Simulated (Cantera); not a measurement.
A closed system holds: 1 mol MgO, 0.22 mol O₂, 0.41 mol CO₂, 0.85 mol SO₂, held at 1800 K and 10.0 mbar.

These are equilibrium values from Cantera (NASA tables, ideal gas, pure condensed phases), not measurements of a reactor. Candidate condensed phases: C, Mg, MgCO₃, MgO, MgS, MgSO₄, S; 26 gas species. Kinetics and transport are ignored.

Base state: SO₂ 0.573, CO₂ 0.275, O₂ 0.149, CO 0.00147, O 0.000470, SO 0.000294, SO₃ 0.000233 (mole fractions); condensed: MgO(s).

Question: What changes in the equilibrium state with this change: pressure from 10.0 mbar to 0.133 bar?

Answer: 
```tsv
species	before	after
SO₂	0.573	0.573
CO₂	0.275	0.277
O₂	0.149	0.148
CO	0.00147	0.000405
SO₃	0.000233	0.000848
O	0.000470	0.000128
SO	0.000294	8.08e-5
MgO(s), mol	1.00	1.00
```
